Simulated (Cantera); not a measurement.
A closed system holds: 1 mol SiF₄, 0.15 mol H₂O, at 1525 °C and 42.0 Pa.

These are equilibrium values from Cantera (NASA tables, ideal gas, pure condensed phases), not measurements of a reactor. Candidate condensed phases: H₂O, Si, SiO₂; 38 gas species. The tables' values for SiF₃, SiO₂, SiF₂ are old estimates; treat these amounts as uncertain. The tables hold silica as quartz up to 1696 K and as liquid above; real silica turns to tridymite and cristobalite and melts near 1996 K. Equilibrium is a limit: real reactors are often held back by kinetics, nucleation or transport.

Base state: SiF₄ 0.749, HF 0.244, SiF₃ 0.00455, O₂ 0.00119, SiO 0.000376, O 0.000201, F 0.000200, H₂O 0.000160 (mole fractions); condensed: SiO₂(condensed).

Q: What changes in the equilibrium state with this change: temperature from 1525 °C to 1502 °C?

A: 
| species | before | after |
|---|---|---|
| SiF₄ | 0.749 | 0.751 |
| HF | 0.244 | 0.244 |
| SiF₃ | 0.00455 | 0.00362 |
| O₂ | 0.00119 | 0.000916 |
| SiO | 0.000376 | 0.000218 |
| SiO₂ | 1.24e-5 | 7.52e-6 |
| SiF₂ | 1.02e-5 | 6.59e-6 |
| O | 0.000201 | 0.000141 |
| F | 0.000200 | 0.000149 |
| SiO₂(condensed), mol | 0.0730 | 0.0735 |
The tables' values for SiF₃ are old estimates; treat these amounts as uncertain.

Q: What changes in the equilibrium state with this change: temperature from 1525 °C to 475 °C?

A: 
```json
[
 {"species": "SiF₄", "before": "0.749", "after": "0.772"},
 {"species": "HF", "before": "0.244", "after": "0.209"},
 {"species": "H₂O", "before": "0.000160", "after": "0.0190"},
 {"species": "SiF₃", "before": "0.00455", "after": "<1e-9"},
 {"species": "O₂", "before": "0.00119", "after": "<1e-9"},
 {"species": "SiO", "before": "0.000376", "after": "<1e-9"},
 {"species": "O", "before": "0.000201", "after": "<1e-9"},
 {"species": "F", "before": "0.000200", "after": "<1e-9"},
 {"species": "SiO₂(condensed), mol", "before": "0.0730", "after": "0"},
 {"species": "SiO₂(α-quartz), mol", "before": "0", "after": "0.0635"}
]
```

Q: What changes in the equilibrium state with this change: temperature from 1525 °C to 725 °C?

A: 
```tsv
species	before	after
SiF₄	0.749	0.758
HF	0.244	0.239
H₂O	0.000160	0.00292
SiF₃	0.00455	<1e-9
SiO	0.000376	<1e-9
O	0.000201	<1e-9
F	0.000200	<1e-9
H	5.95e-5	<1e-9
O₂	0.00119	3.23e-8
SiO₂(condensed), mol	0.0730	0
SiO₂(β-quartz), mol	0	0.0732
```
